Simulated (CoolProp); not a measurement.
The fluid at 248.89 K and 0.0186 MPa flows at 14 m/s in a round tube of 25 mm bore and 15 µm roughness, fully developed (64/Re and Nu = 3.66 if laminar; Colebrook and Gnielinski if turbulent). The same conditions are run with several fluids, on thermodynamics alone (safety and materials aside).

Values from CoolProp's reference Helmholtz-energy equation of state of each fluid (R227EA: Lemmon 2016; R507A: Lemmon 2003; C2F6 (R116): Lemmon 2006; CH2F2 (R32): Tillner-Roth 1997; methane: Setzmann 1991). Blends and air are pseudo-pure fits.

### Question
Rank R227EA, R507A, C2F6 (R116), CH2F2 (R32), methane by Reynolds number, highest first.

### Answer
R227EA (56300), C2F6 (R116) (36900), R507A (31200), CH2F2 (R32) (14800), methane (5280)

```
fluid        Darcy friction factor  pressure drop (Pa/m)  heat-transfer coefficient (W/(m² K))  mass flow (kg/h)
-----------  ---------------------  --------------------  ------------------------------------  ----------------
R227EA                      0.0224                   136                                  50.0              38.2
R507A                       0.0248                  87.1                                  32.3              22.1
C2F6 (R116)                 0.0241                   118                                  40.5              30.8
CH2F2 (R32)                 0.0290                  53.4                                  18.7              11.6
methane                     0.0375                  21.2                                  19.5              3.57
```

Transport values come from each fluid's own correlations; those of R227EA, C2F6 (R116), CH2F2 (R32) are estimates that may be off by 10 % or more.
